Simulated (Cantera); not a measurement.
Input (Python, Cantera):

```python
import numpy as np
import cantera as ct

gas = ct.Solution("gri30.yaml")
gas.TPX = 548, 100000, {'CH4': 1, 'C2H6': 0.058, 'C3H8': 0.27, 'O2': 3.55, 'N2': 13.4, 'CO2': 3.1}
inlet = ct.Reservoir(gas, clone=True)
gas.equilibrate("HP")  # start burning
reactor = ct.IdealGasConstPressureReactor(gas, energy="on", clone=False)
exhaust = ct.Reservoir(gas, clone=True)
tau = [0.04, 0.018, 0.008, 0.0036, 0.0016, 0.00072, 0.00032, 0.00014, 6.4e-05][0]
for a, b in ((inlet, reactor), (reactor, exhaust)):
    ct.MassFlowController(a, b, mdot=lambda t: reactor.mass / tau)
net = ct.ReactorNet([reactor])
show = ['CH4', 'C2H6', 'C3H8', 'CH2O', 'O2', 'H2', 'NO']

rows = []
print(f"{'tau/s':>10s}{'T/K':>9s}" + "".join(f"{s:>11s}" for s in show))
for tau in [0.04, 0.018, 0.008, 0.0036, 0.0016, 0.00072, 0.00032, 0.00014, 6.4e-05]:
    net.initial_time = 0.0
    net.advance(30 * tau)
    before = gas.X
    net.advance(40 * tau)
    drift = np.max(np.abs(gas.X - before) / (gas.X + 1e-9))
    rows.append([gas.T, *gas[show].X, drift])
    print(f"{tau:10.3e}{gas.T:9.1f}" + "".join(f"{x:11.3e}" for x in gas[show].X))
```

Result:

```
     tau/s      T/K        CH4       C2H6       C3H8       CH2O         O2         H2         NO
 4.000e-02   2023.4  6.702e-06  6.674e-08  2.910e-07  1.639e-06  9.452e-03  2.634e-03  1.718e-04
 1.800e-02   1991.0  1.167e-05  1.351e-07  5.749e-07  2.773e-06  1.147e-02  3.259e-03  1.250e-04
 8.000e-03   1951.2  2.086e-05  2.699e-07  1.117e-06  4.746e-06  1.387e-02  4.043e-03  9.169e-05
 3.600e-03   1905.9  3.810e-05  5.266e-07  2.120e-06  8.196e-06  1.652e-02  4.956e-03  6.797e-05
 1.600e-03   1854.7  7.343e-05  1.046e-06  4.098e-06  1.474e-05  1.947e-02  6.001e-03  4.962e-05
 7.200e-04   1800.5  1.493e-04  2.138e-06  8.154e-06  2.760e-05  2.269e-02  7.124e-03  3.519e-05
 3.200e-04   1740.8  3.432e-04  4.863e-06  1.806e-05  5.701e-05  2.681e-02  8.413e-03  2.305e-05
 1.400e-04   1646.3  1.299e-03  1.851e-05  6.391e-05  1.711e-04  3.635e-02  1.102e-02  9.905e-06
 6.400e-05    548.0  4.678e-02  2.713e-03  1.263e-02 -5.496e-18  1.661e-01 -7.581e-17 -3.278e-20
```

Computed with Cantera and GRI-Mech 3.0 (53 species, 325 reactions).
